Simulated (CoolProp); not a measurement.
Decamethylcyclopentasiloxane (D5) along the isotherm 620 K: Z from the reference equation and from simpler models built on Tc = 618.3 K, pc = 1.078 MPa, ω = 0.631; each cubic takes its own stable root.

Values from CoolProp's reference Helmholtz-energy equation of state, Thol 2019.

```
p (MPa)  phase  reference
-------  -----  ---------
0.0599     gas     0.9801
0.12       gas     0.9596
0.18       gas     0.9385
0.239      gas     0.9171
0.299      gas     0.8947
0.359      gas     0.8714
0.419      gas     0.8471
0.479      gas     0.8218
0.539      gas     0.7954
```

### Question
How far does each simpler model (Pitzer virial, Soave-Redlich-Kwong, Peng-Robinson) lie from the reference over these 9 states: mean and median of the absolute difference, and the worst?

### Answer
- Pitzer virial: mean 1.1 %, median 0.7 %, worst +3.4 % at 620 K and 0.539 MPa
- Soave-Redlich-Kwong: mean 0.7 %, median 0.6 %, worst +1.5 % at 620 K and 0.539 MPa
- Peng-Robinson: mean 0.5 %, median 0.5 %, worst -0.7 % at 620 K and 0.539 MPa
